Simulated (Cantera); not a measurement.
**Thermodynamics of silicon oxide and oxynitride deposition, feed TEOS + NO + N2 + H2O**

A closed system holds: 1 mol TEOS, a varied amount of NO, 2.4 mol N2, 0.12 mol H2O, at 1623 K and 0.570 bar.

Equilibrium computed with Cantera from the NASA thermochemical tables; the gas is ideal and each condensed phase is pure. Candidate condensed phases: C, C6H6, C7H8, C8H18, H2O, Si, SiC, SiO2, Si2N2O, Si3N4; 151 gas species. The feed counts by its element totals alone. Mutual solubility and eutectic melting of coexisting phases are not modelled. The tables hold silica as quartz up to 1696 K and as liquid above; real silica turns to tridymite and cristobalite and melts near 1996 K. Gases not in the tables: Si(OH)4. Kinetics and transport are ignored.

From 1.2 mol NO to 3.2 mol NO the condensed part is C(graphite) + Si2N2O(s). At 4.5 mol NO the condensed part is SiO2(β-quartz) + Si2N2O(s). From 6.3 mol NO to 17 mol NO the condensed part is SiO2(β-quartz).

```tsv
n(NO) (mol)	x H2	x N2	x CO	x H2O	x CO2	x HCN	x CH4	x SiO	n C(graphite)	n Si2N2O(s)	n SiO2(β-quartz)
1.2	0.579	0.143	0.276	6.91e-5	1.06e-5	0.000678	0.000284	9.97e-5	3.16	0.499	0
1.6	0.560	0.149	0.289	6.99e-5	1.17e-5	0.000681	0.000265	9.98e-5	2.76	0.499	0
2.3	0.529	0.159	0.310	7.08e-5	1.34e-5	0.000684	0.000237	0.000100	2.06	0.499	0
3.2	0.494	0.171	0.334	7.12e-5	1.55e-5	0.000685	0.000206	0.000100	1.16	0.499	0
4.5	0.453	0.188	0.358	0.000211	5.37e-5	0.000229	5.77e-5	0.000172	0	0.458	0.0792
6.3	0.413	0.234	0.334	0.0141	0.00367	3.11e-6	6.12e-7	2.35e-6	0	0	1.000
8.8	0.316	0.273	0.294	0.0901	0.0270	3.08e-7	3.75e-8	2.80e-7	0	0	1.000
12	0.212	0.317	0.240	0.169	0.0616	7.95e-8	4.96e-9	1.00e-7	0	0	1.000
17	0.0940	0.376	0.147	0.255	0.129	1.04e-8	1.75e-10	2.95e-8	0	0	1.000
```
x: gas mole fraction; n: condensed amount in mol.
